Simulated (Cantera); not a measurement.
Input: 1 mol Si2H6, 4.7 mol O2, held at 62.0 Pa.

Equilibrium computed with Cantera from the NASA thermochemical tables; the gas is ideal and each condensed phase is pure. Candidate condensed phases: H2O, Si, SiO2; 18 gas species. The feed counts by its element totals alone. The tables hold silica as quartz up to 1696 K and as liquid above; real silica turns to tridymite and cristobalite and melts near 1996 K. Equilibrium is a limit: real reactors are often held back by kinetics, nucleation or transport.

Problem. At 1050 °C, list the 3 most abundant gas species with their mole fractions, and the condensed phases.

Solution. H2O 0.714, O2 0.286, OH 0.000249. Condensed: SiO2(β-quartz).
